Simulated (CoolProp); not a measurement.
Computed with CoolProp (reference Helmholtz-energy equation of state, Thol 2016).

Question: For hexamethyldisiloxane (MM), give the phase and the Z, cp (kJ/(kg K)), speed of sound (m/s) at 250.7 K and 0.101 MPa; 269.9 K and 0.101 MPa.

Answer: 
- 250.7 K and 0.101 MPa: liquid; Z 0.00973, cp 1.79, speed of sound 1050
- 269.9 K and 0.101 MPa: liquid; Z 0.00926, cp 1.83, speed of sound 977
